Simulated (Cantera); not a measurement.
Cantera with NASA thermochemical tables; ideal gases at 1 bar, condensed phases pure. Values are per mole of reaction as written; species without (g) are pure solids or liquids, kept so even where they would boil at 1 bar.

2 TiCl4 + 3 O(g) = 4 Cl2(g) + Ti2O3

| T (K) | ΔH° (kJ) | ΔS° (J/K) | ΔG° (kJ) | log10 K |
|---|---|---|---|---|
| 473 | ___ | ___ | ___ | ___ |
| 498 | -678.6 | -67.6 | -645.0 | 67.65 |
| 523 | ___ | ___ | ___ | ___ |
| 548 | ___ | ___ | ___ | ___ |

Q: Complete the blanks.

A: 
- 473, ΔH° (kJ): -676.5
- 473, ΔS° (J/K): -63.2
- 473, ΔG° (kJ): -646.6
- 473, log10 K: 71.40
- 523, ΔH° (kJ): -680.7
- 523, ΔS° (J/K): -71.6
- 523, ΔG° (kJ): -643.2
- 523, log10 K: 64.24
- 548, ΔH° (kJ): -682.7
- 548, ΔS° (J/K): -75.4
- 548, ΔG° (kJ): -641.4
- 548, log10 K: 61.13
